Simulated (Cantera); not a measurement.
Feed: 1 mol Al₂O₃, 21 mol H₂, held at 823 K and 0.133 bar.

Equilibrium computed with Cantera from the NASA thermochemical tables; the gas is ideal and each condensed phase is pure. Candidate condensed phases: Al, Al₂O₃, H₂O; 19 gas species. Equilibrium is a limit: real reactors are often held back by kinetics, nucleation or transport.

Base state: H₂ 1.00 (mole fractions); condensed: Al₂O₃(s).

Task: What changes in the equilibrium state with this change: Al₂O₃ replaced by PbO?

Result: 
```tsv
species	before	after
H₂	1.00	0.952
H₂O	<1e-9	0.0476
Al₂O₃(s), mol	1.00	0
Pb(l), mol	0	1.000
```
Further candidate phases: Pb, PbO, PbO₂, Pb₃O₄.
